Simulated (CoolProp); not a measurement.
Properties of fluorine along the isotherm -150.35 °C.

The numbers come from the reference Helmholtz-energy equation of state, de Reuck 1990 in CoolProp.

| p (MPa) | phase | density (kg/m³) | fugacity coefficient |
|---|---|---|---|
| 0.00828 | gas | 0.3084 | 0.9991 |
| 0.0122 | gas | 0.4546 | 0.9987 |
| 0.0178 | gas | 0.6636 | 0.9982 |
| 0.0262 | gas | 0.9777 | 0.9973 |
| 0.0385 | gas | 1.439 | 0.9960 |
| 0.0564 | gas | 2.111 | 0.9942 |
| 0.0828 | gas | 3.108 | 0.9914 |
| 0.122 | gas | 4.599 | 0.9874 |
| 0.178 | gas | 6.751 | 0.9816 |
| 0.262 | gas | 10.03 | ? |
| 0.385 | gas | ? | 0.9602 |
| 0.564 | gas | ? | 0.9418 |
| 0.828 | gas | ? | 0.9148 |
| 1.22 | gas | ? | ? |
| 1.78 | gas | 85.75 | 0.8167 |
| 2.62 | liquid | ? | 0.5976 |

Q: Fill in the missing entries.

A: 
- 0.262, fugacity coefficient: 0.9729
- 0.385, density (kg/m³): 14.94
- 0.564, density (kg/m³): 22.36
- 0.828, density (kg/m³): 33.96
- 1.22, density (kg/m³): 52.99
- 1.22, fugacity coefficient: 0.8746
- 2.62, density (kg/m³): 1185
